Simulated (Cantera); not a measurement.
# Thermodynamics of aluminium nitride and oxide growth, feed AlCl3 + NH3 + N2

Feed: 1 mol AlCl3, 0.43 mol NH3, 26 mol N2, held at 0.00110 bar.

Cantera equilibrium calculation (NASA polynomials, part measured and part estimated; ideal gas, pure solids and liquids). Candidate condensed phases: Al, AlCl3, AlN, NH4Cl; 20 gas species. The tables' values for AlCl2 are old estimates; treat these amounts as uncertain. Kinetics and transport are ignored.

| T (K) | x N2 | x HCl | x AlCl3 | x AlCl | x Cl | x H2 | n AlN(s) |
|---|---|---|---|---|---|---|---|
| 900 | 0.938 | 0.0178 | 0.0300 | 6.07e-10 | 5.14e-10 | 0.0142 | 0.166 |
| 1000 | 0.938 | 0.0170 | 0.0302 | 6.57e-8 | 8.95e-9 | 0.0146 | 0.158 |
| 1100 | 0.938 | 0.0164 | 0.0304 | 3.00e-6 | 9.34e-8 | 0.0150 | 0.152 |
| 1200 | 0.938 | 0.0158 | 0.0304 | 7.14e-5 | 6.61e-7 | 0.0152 | 0.143 |
| 1300 | 0.937 | 0.0152 | 0.0296 | 0.00103 | 3.44e-6 | 0.0155 | 0.111 |
| 1400 | 0.933 | 0.0166 | 0.0254 | 0.00645 | 1.66e-5 | 0.0146 | 0 |
| 1500 | 0.929 | 0.0255 | 0.0201 | 0.0102 | 0.000109 | 0.0101 | 0 |
| 1600 | 0.925 | 0.0335 | 0.0151 | 0.0140 | 0.000566 | 0.00591 | 0 |
| 1700 | 0.920 | 0.0389 | 0.0110 | 0.0172 | 0.00242 | 0.00308 | 0 |
| 1800 | 0.914 | 0.0409 | 0.00694 | 0.0210 | 0.00801 | 0.00179 | 0 |
| 1900 | 0.905 | 0.0402 | 0.00278 | 0.0262 | 0.0178 | 0.00167 | 0 |
x: gas mole fraction; n: condensed amount in mol.

From 900 K to 1300 K the condensed part is AlN(s). From 1400 K to 1900 K nothing is condensed. The main Al-bearing gas is AlCl3 at 900 K and AlCl at 1900 K.
